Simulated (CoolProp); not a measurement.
A single-stage vapour-compression cycle with R115: evaporating at 213.15 K (dew point), condensing at 269.15 K (bubble point), superheat 8 K, subcooling 8 K, compressor efficiency 0.8, no pressure losses. Each further row changes one setting.

Model: reference Helmholtz-energy equation of state, Lemmon 2016, in CoolProp.

```tsv
case	cooling COP	pressure ratio	discharge temperature (K)	refrigerating effect (kJ/kg)	volumetric capacity (kJ/m³)
as stated	(withheld)	10.8	284.8	92.4	284
evaporating temperature 218.15 K	2.85	8.23	(withheld)	95.3	377
condensing temperature 264.15 K	2.80	9.13	280.0	97.4	299
subcooling 13 K	2.59	10.8	284.8	97.3	299
superheat 18 K	(withheld)	10.8	(withheld)	98.6	289
compressor efficiency 0.7	(withheld)	10.8	(withheld)	92.4	284
```

Q: Some entries are withheld; supply them.

A: 
- as stated, cooling COP: 2.46
- evaporating temperature 218.15 K, discharge temperature (K): 283.2
- superheat 18 K, cooling COP: 2.50
- superheat 18 K, discharge temperature (K): 295.6
- compressor efficiency 0.7, cooling COP: 2.15
- compressor efficiency 0.7, discharge temperature (K): 292.0
